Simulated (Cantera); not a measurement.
An adiabatic, constant-pressure homogeneous reactor starts with H₂ : O₂ : N₂ = 1 : 1.67 : 6.27 (molar parts), at 1600 K and 1.00 atm.

Model: the H2/O2 subset of GRI-Mech 3.0, which has no nitrogen chemistry, integrated in Cantera.

Task: Predict: time of steepest temperature rise; temperature at 2.00 s; equilibrium temperature; x(H₂) at 2.00 s; x(O₂) at 2.00 s; x(H₂O₂) at 2.00 s; x(O) at 2.00 s; x(HO₂) at 2.00 s; x(OH) at 2.00 s.

Result: 
| Property | Value |
|---|---|
| time of steepest temperature rise | 12.3 µs |
| temperature at 2.00 s | 2327 K |
| equilibrium temperature | 2327 K |
| x(H₂) at 2.00 s | 0.000742 (gas-phase equilibrium 0.000742) |
| x(O₂) at 2.00 s | 0.136 (gas-phase equilibrium 0.136) |
| x(H₂O₂) at 2.00 s | 1.99e-7 (gas-phase equilibrium 1.99e-7) |
| x(O) at 2.00 s | 0.00213 (gas-phase equilibrium 0.00213) |
| x(HO₂) at 2.00 s | 6.78e-6 (gas-phase equilibrium 6.78e-6) |
| x(OH) at 2.00 s | 0.00770 (gas-phase equilibrium 0.00770) |
